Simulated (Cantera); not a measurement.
A perfectly stirred reactor is fed with CH4 : O2 : N2 : CO2 = 1 : 2 : 7.52 : 2.2 (molar parts), equivalence ratio 1.0, at 1.01 bar; it is adiabatic with a 300 K inlet, and is followed from long to short residence time, starting on the burning branch (τ in s: 0.19, 0.058, 0.018, 0.0055, 0.0017, 0.00053, 0.00016, 5e-05, 1.6e-05, 4.8e-06).

Computed with Cantera and GRI-Mech 3.0 (53 species, 325 reactions).

Q: What does this change do: 0.35 parts H2O added?

A: 
```json
[
 {"quantity": "blow-out, bracketed by the residence times tried", "before": "burning at 0.530 ms, out at 0.160 ms", "after": "burning at 1.70 ms, out at 0.530 ms"},
 {"quantity": "x(CH4) at τ = 0.190 s", "before": "8.06e-6", "after": "9.03e-6"},
 {"quantity": "x(O2) at τ = 0.190 s", "before": "0.00478", "after": "0.00436"},
 {"quantity": "x(CO2) at τ = 0.190 s", "before": "0.241", "after": "0.236"},
 {"quantity": "x(CH3) at τ = 0.190 s", "before": "2.62e-6", "after": "2.88e-6"},
 {"quantity": "x(O) at τ = 0.190 s", "before": "8.69e-5", "after": "7.21e-5"},
 {"quantity": "x(CH4) at τ = 0.530 ms", "before": "0.00114", "after": "0.0765"},
 {"quantity": "x(O2) at τ = 0.530 ms", "before": "0.0243", "after": "0.153"},
 {"quantity": "x(CO2) at τ = 0.530 ms", "before": "0.207", "after": "0.168"},
 {"quantity": "x(CH3) at τ = 0.530 ms", "before": "0.000163", "after": "<1e-12"},
 {"quantity": "x(O) at τ = 0.530 ms", "before": "0.000836", "after": "<1e-12"}
]
```

Q: What does this change do: inlet temperature 300 to 600 K?

A: 
| quantity | before | after |
|---|---|---|
| blow-out, bracketed by the residence times tried | burning at 0.530 ms, out at 0.160 ms | burning at 0.530 ms, out at 0.160 ms |
| x(CH4) at τ = 0.190 s | 8.06e-6 | 4.34e-6 |
| x(O2) at τ = 0.190 s | 0.00478 | 0.00615 |
| x(CO2) at τ = 0.190 s | 0.241 | 0.238 |
| x(CH3) at τ = 0.190 s | 2.62e-6 | 1.77e-6 |
| x(O) at τ = 0.190 s | 8.69e-5 | 0.000143 |
| x(CH4) at τ = 0.530 ms | 0.00114 | 0.000395 |
| x(O2) at τ = 0.530 ms | 0.0243 | 0.0237 |
| x(CO2) at τ = 0.530 ms | 0.207 | 0.204 |
| x(CH3) at τ = 0.530 ms | 0.000163 | 8.56e-5 |
| x(O) at τ = 0.530 ms | 0.000836 | 0.00182 |
